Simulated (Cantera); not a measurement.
Charge: 1 mol Al2O3, 0.0041 mol C, 2.2 mol N2, at 3.90 Pa.

Method: chemical equilibrium by Gibbs-energy minimisation in Cantera with the NASA 1993 tables (ideal gas, pure condensed phases). Candidate condensed phases: Al, AlN, Al2O3, C; 32 gas species. The numbers say what is thermodynamically allowed, not how fast it happens. All values below are at 2775 K.

Base state: O 0.400, N2 0.311, Al 0.266, AlO 0.0168, O2 0.00258, NO 0.00247, CO 0.000580, Al2O 0.000510 (mole fractions); condensed: gas only.

**Question.** What changes in the equilibrium state with this change: C from 0.0041 to 0.027 mol?

**Answer.** 
```
species    before     after
-------  --------  --------
O           0.400     0.397
N2          0.311     0.311
Al          0.266     0.266
CO       0.000580   0.00382
AlO        0.0168    0.0166
O2        0.00258   0.00254
NO        0.00247   0.00245
Al2O     0.000510  0.000506
```
